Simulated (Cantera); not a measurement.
An isothermal, constant-pressure homogeneous reactor starts with 10.5 % H₂, 15.7 % O₂, 73.8 % N₂, at 1350 K and 0.987 atm.

Model: the H2/O2 subset of GRI-Mech 3.0, which has no nitrogen chemistry, integrated in Cantera. The temperature is held fixed by assumption; the heat of reaction is taken as removed at once.

x: mole fraction; the columns are a selection and need not sum to one.

```csv
t (s),x H₂,x O₂,x HO₂,x H₂O,x H₂O₂,x OH,x O
5.00e-5,0.00650,0.108,5.83e-5,0.0939,4.93e-6,0.00478,0.0101
0.000211,0.000287,0.110,1.77e-5,0.110,1.26e-6,0.000799,0.000347
0.000889,…,0.110,…,0.111,…,…,…
0.00375,1.37e-6,0.110,2.34e-7,0.111,4.10e-8,7.22e-5,2.66e-6
0.0158,…,0.110,…,0.111,…,…,…
0.0667,8.06e-8,0.110,3.88e-8,0.111,3.45e-9,1.81e-5,1.70e-7
0.281,6.87e-8,0.110,3.84e-8,0.111,2.92e-9,1.65e-5,1.41e-7
1.19,6.87e-8,0.110,3.84e-8,0.111,2.92e-9,1.65e-5,1.41e-7
5.00,6.87e-8,0.110,3.84e-8,0.111,2.92e-9,1.65e-5,1.41e-7
```

Task: What belongs in the gaps?

Result: 
- 0.000889, x H₂: 1.43e-5
- 0.000889, x HO₂: 1.69e-6
- 0.000889, x H₂O₂: 2.09e-7
- 0.000889, x OH: 0.000200
- 0.000889, x O: 2.05e-5
- 0.0158, x H₂: 2.42e-7
- 0.0158, x HO₂: 5.87e-8
- 0.0158, x H₂O₂: 9.64e-9
- 0.0158, x OH: 3.19e-5
- 0.0158, x O: 5.25e-7
